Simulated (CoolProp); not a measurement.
Vapour-liquid equilibrium of propane (1) + n-pentane (2) at 50.65 °C; x and y are mole fractions of (1).

Values from CoolProp's multi-fluid Helmholtz-energy mixture model, Lemmon 2009 and Thol 2019; pair parameters Kunz 2012.

```
x      bubble pressure (bar)  y at the bubble point  dew pressure at overall composition x (bar)  liquid density (mol/L)
-----  ---------------------  ---------------------  -------------------------------------------  ----------------------
0.05                   2.414                  0.340                                        1.708                   8.302
0.125                  3.568                  0.571                                        1.848                   8.409
0.2                    4.697                  0.689                                        2.013                   8.535
0.275                  5.812                  0.761                                        2.210                   8.680
0.35                   6.920                  0.812                                        2.449                   8.840
0.425                  8.028                  0.849                                        2.743                   9.013
0.5                    9.143                  0.878                                        3.115                   9.196
0.575                  10.27                  0.902                                        3.601                   9.383
0.65                   11.41                  0.923                                        4.259                   9.571
0.725                  12.58                  0.941                                        5.197                   9.750
0.8                    13.78                  0.957                                        6.628                   9.911
0.875                  15.05                  0.973                                        9.002                   10.04
0.95                   16.40                  0.989                                        13.23                   10.13
```

No azeotrope shows between x = 0.05 and 0.95.

Pair parameters are fitted to limited data, so mixtures are less certain than the pure fluids.
